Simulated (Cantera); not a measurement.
**Equilibrium for chlorosilane synthesis and conversion: SiCl4 + H2 + HCl**

A closed system holds: 1 mol SiCl4, 5.8 mol H2, 0.5 mol HCl, equilibrated at 973.15 K and 1.00 bar.

These are equilibrium values from Cantera (NASA tables, ideal gas, pure condensed phases), not measurements of a reactor. Candidate condensed phases: Si; 19 gas species. The tables' values for SiCl3 are old estimates; treat these amounts as uncertain. Kinetics and transport are ignored.

```
Item                                  Value
--------------------------------  ---------
x(H2)                                 0.787
x(SiCl4)                              0.129
x(HCl)                               0.0762
x(SiHCl3)                           0.00751
x(SiCl3)                           0.000103
x(SiH2Cl2)                          4.56e-5
x(SiCl2)                            2.37e-6
gas amount                        7.300 mol
log10 activity of Si(s) (absent)      -3.70
```
